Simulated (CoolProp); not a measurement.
Saturation properties of R125 (Tc = 66.0 °C, pc = 36.18 bar, ω = 0.305).

The numbers come from the reference Helmholtz-energy equation of state, Lemmon 2005 in CoolProp.

```json
[
 {"T (°C)": "-34.85", "p (bar)": "1.861", "vapour density (kg/m³)": "12.06", "vapour viscosity (µPa s)": "10.3", "liquid conductivity (mW/(m K))": "85.2"},
 {"T (°C)": "-24.75", "p (bar)": "2.813", "vapour density (kg/m³)": "17.90", "vapour viscosity (µPa s)": "10.7", "liquid conductivity (mW/(m K))": "80.6"},
 {"T (°C)": "-14.75", "p (bar)": "4.086", "vapour density (kg/m³)": "25.71", "vapour viscosity (µPa s)": "11.2", "liquid conductivity (mW/(m K))": "76.2"},
 {"T (°C)": "-4.65", "p (bar)": "5.773", "vapour density (kg/m³)": "36.18", "vapour viscosity (µPa s)": "11.7", "liquid conductivity (mW/(m K))": "71.8"},
 {"T (°C)": "5.45", "p (bar)": "7.936", "vapour density (kg/m³)": "49.99", "vapour viscosity (µPa s)": "12.2", "liquid conductivity (mW/(m K))": "67.5"},
 {"T (°C)": "15.45", "p (bar)": "10.63", "vapour density (kg/m³)": "67.97", "vapour viscosity (µPa s)": "12.8", "liquid conductivity (mW/(m K))": "63.3"},
 {"T (°C)": "25.55", "p (bar)": "13.98", "vapour density (kg/m³)": "92.06", "vapour viscosity (µPa s)": "13.5", "liquid conductivity (mW/(m K))": "59.2"},
 {"T (°C)": "35.65", "p (bar)": "18.07", "vapour density (kg/m³)": "124.7", "vapour viscosity (µPa s)": "14.5", "liquid conductivity (mW/(m K))": "55.1"},
 {"T (°C)": "45.65", "p (bar)": "22.95", "vapour density (kg/m³)": "170.5", "vapour viscosity (µPa s)": "15.9", "liquid conductivity (mW/(m K))": "51.0"}
]
```

It boils at -48.1 °C under 1 atm.

Viscosity comes from a separate model (Huber 2006). Thermal conductivity comes from a separate model (Perkins 2006).
